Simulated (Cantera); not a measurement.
Charge: 1 mol HMDSO, 0.17 mol CO2, 42 mol H2, at 10.0 mbar.

These are equilibrium values from Cantera (NASA tables, ideal gas, pure condensed phases), not measurements of a reactor. Candidate condensed phases: C, C6H6, C7H8, C8H18, H2O, Si, SiC, SiO2; 123 gas species. The feed counts by its element totals alone. Kinetics and transport are ignored.

Q: At 1600 K, list the 6 most abundant gas species with their mole fractions, and the condensed phases.

A: H2 0.974, CO 0.0255, H 0.000537, SiO 7.40e-5, C2H2 (acetylene) 2.68e-5, CH4 1.55e-5. Condensed: C(graphite) + SiC(s).
